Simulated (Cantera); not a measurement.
# Reactions in the system C-H-Si

Cantera with NASA thermochemical tables; ideal gases at 1 bar, condensed phases pure. Values are per mole of reaction as written; species without (g) are pure solids or liquids, kept so even where they would boil at 1 bar.

2 Si(CH3)4(g) ⇌ 3 C2H6(g) + 2 C + 2 SiH3(g)

| T (K) | ΔH° (kJ) | ΔS° (J/K) | ΔG° (kJ) | log10 K |
|---|---|---|---|---|
| 1873 | 709.4 | 371.1 | 14.3 | -0.40 |
| 1923 | 708.4 | 370.6 | -4.3 | 0.12 |
| 1973 | 707.4 | 370.1 | -22.8 | 0.60 |
| 2023 | 706.3 | 369.5 | -41.3 | 1.07 |
| 2073 | 705.3 | 369.0 | -59.7 | 1.50 |
